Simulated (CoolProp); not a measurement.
The fluoroketone C6F12O (FK-5-1-12) along the isotherm 444.2 K: fugacity coefficient from the reference equation and from simpler models built on Tc = 441.8 K, pc = 1869 kPa, ω = 0.471; each cubic takes its own stable root.

The numbers come from the reference Helmholtz-energy equation of state, McLinden 2015 in CoolProp.

```
p (kPa)          phase  reference
-------  -------------  ---------
59.1               gas     0.9892
95.5               gas     0.9826
154                gas     0.9720
249                gas     0.9549
403                gas     0.9274
651                gas     0.8836
1050               gas     0.8141
1700               gas     0.6993
2740     supercritical     0.4991
4430     supercritical     0.3549
7160     supercritical     0.2700
11600    supercritical     0.2281
18700    supercritical     0.2268
```

Question: How far does each simpler model (van der Waals, Peng-Robinson) lie from the reference over these 13 states: mean and median of the absolute difference, and the worst?

Answer: 
- van der Waals: mean 12.7 %, median 2.8 %, worst +65.5 % at 444.2 K and 18700 kPa
- Peng-Robinson: mean 1.1 %, median 0.6 %, worst -4.4 % at 444.2 K and 18700 kPa
